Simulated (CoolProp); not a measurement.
Computed with CoolProp (reference Helmholtz-energy equation of state, Bücker 2006).

Problem. For ethane, give the phase and the speed of sound (m/s), Joule-Thomson coefficient (K/MPa) at 356.5 K and 0.101 MPa; 393.6 K and 0.101 MPa; 430.7 K and 0.101 MPa.

Solution. 
- 356.5 K and 0.101 MPa: gas; speed of sound 337, Joule-Thomson coefficient 6.87
- 393.6 K and 0.101 MPa: gas; speed of sound 353, Joule-Thomson coefficient 5.30
- 430.7 K and 0.101 MPa: gas; speed of sound 367, Joule-Thomson coefficient 4.17
